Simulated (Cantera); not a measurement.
Gas mixture: O₂ : H₂O : NO = 0.93 : 0.91 : 0.92 (molar parts), at 20.0 Torr, frozen composition.

Cantera's kinetic-theory transport with the Lennard-Jones parameters of GRI-Mech 3.0, ideal gas; thermal conductivity in the mixture-averaged form. Polar gases are described roughly by these parameters. The composition is frozen, though it would react at the higher temperatures.

D: mixture-averaged diffusion coefficient of that species in the mixture.

| T (K) | ρ (kg/m³) | cp (J/kg/K) | μ (µPa s) | λ (mW/m/K) | Pr | D (cm²/s) O | D (cm²/s) NO | D (cm²/s) H₂ |
|---|---|---|---|---|---|---|---|---|
| 400 | 0.0214 | 1176 | 21.0 | 34.4 | 0.720 | 21.6 | 13.8 | 50.9 |
| 600 | 0.0143 | 1242 | 29.1 | 50.8 | 0.712 | 43.6 | 28.4 | 102 |
| 800 | 0.0107 | 1312 | 36.4 | 67.4 | 0.708 | 71.0 | 46.7 | 165 |
| 1000 | 0.00857 | 1373 | [?] | [?] | 0.704 | [?] | [?] | [?] |
| 1200 | 0.00714 | 1425 | 49.2 | 99.9 | 0.701 | 140 | 93.0 | 325 |
| 1400 | 0.00612 | 1470 | 55.0 | 116 | 0.700 | 182 | 120 | 420 |
| 1600 | 0.00536 | 1509 | 60.6 | 131 | 0.699 | 227 | 151 | 524 |
| 1800 | 0.00476 | 1543 | [?] | [?] | 0.699 | [?] | [?] | [?] |

### Question
Some entries are withheld; supply them.

### Answer

- 1000, μ (µPa s): 43.0
- 1000, λ (mW/m/K): 83.9
- 1000, D (cm²/s) O: 103
- 1000, D (cm²/s) NO: 68.3
- 1000, D (cm²/s) H₂: 240
- 1800, μ (µPa s): 65.8
- 1800, λ (mW/m/K): 145
- 1800, D (cm²/s) O: 276
- 1800, D (cm²/s) NO: 183
- 1800, D (cm²/s) H₂: 637
